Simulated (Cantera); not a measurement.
Input (Python, Cantera) and output of one run.

```python
import numpy as np
import cantera as ct

gas_names = """
    C CN CO CO2 C2 CCN CNC C2N2 C2O C3 C3O2 C4 C4N2 C5 N NCO NO NO2 NO3 N2 N2O O O2 O3 Pb PbO Pb2
""".split()
cond_names = """
    C(gr) Pb(cr) Pb(L) PbO(rd) PbO(yw) PbO(L) PbO2(s) Pb3O4(s)
""".split()


# ... load() reads the species with a 1 bar reference pressure and builds the phases ...
atoms = {
    'PbO': {'Pb': 1, 'O': 1},
    'CO': {'C': 1, 'O': 1},
    'N2': {'N': 2},
}
top_T = {'C(gr)': 4500, 'Pb3O4(s)': 820}  # K; cautious upper limits of use, not melting points


# ... equilibrate(T, P, feed) seeds the gas with the atoms and calls Mixture.equilibrate('TP', solver="vcs", rtol=1e-11, max_steps=5000) ...
results = []
feed = {'PbO': 1, 'CO': 0.17, 'N2': 0.17}  # mol
P = 240000  # Pa
for T in [825, 925, 1025, 1125, 1225, 1325, 1425, 1525]:
    mix = equilibrate(T, P, feed)
    results.append((T, P, feed, dict(zip(mix.species_names, mix.species_moles))))

top = {s: max(r[3][s] / sum(r[3][g] for g in gas_names) for r in results) for s in gas_names}
cols = sorted((s for s in top if top[s] > 1e-05), key=lambda s: -top[s])[:5]
seen = [c for c in cond_names if any(r[3].get(c, 0) > 1e-12 for r in results)]
print("log10 of partial pressures in bar; condensed amounts in mol")
print(f"{'T/K':>10s}" + "".join(f"{s[:9]:>10s}" for s in cols + seen))
for T, P, feed, n in results:
    ng = sum(n[g] for g in gas_names)
    print(f"{T:10.4g}" + "".join(f"{np.log10(max(n[s] / ng * P / 1e5, 1e-99)):10.3f}" for s in cols)
          + "".join(f"{n.get(c, 0):10.4g}" for c in seen))
```

Output:

```
log10 of partial pressures in bar; condensed amounts in mol
       T/K        N2       CO2        Pb       PbO        CO     Pb(L)   PbO(yw)    PbO(L)
       825     0.079     0.079    -6.843    -9.600    -4.620      0.17      0.83         0
       925     0.079     0.079    -5.573    -7.691    -4.183      0.17      0.83         0
      1025     0.079     0.079    -4.556    -6.164    -3.827      0.17      0.83         0
      1125     0.079     0.079    -3.723    -4.919    -3.531    0.1699      0.83         0
      1225     0.079     0.079    -3.029    -3.947    -3.218    0.1698         0    0.8301
      1325     0.078     0.078    -2.443    -3.161    -2.919    0.1693         0    0.8301
      1425     0.077     0.076    -1.941    -2.493    -2.660    0.1681         0    0.8299
      1525     0.071     0.070    -1.507    -1.919    -2.435     0.165         0    0.8288
```

These are equilibrium values from Cantera (NASA tables, ideal gas, pure condensed phases), not measurements of a reactor. Each liquid is taken as pure. Mutual solubility and eutectic melting of coexisting phases are not modelled. Gases not in the tables: (PbO)n polymers.
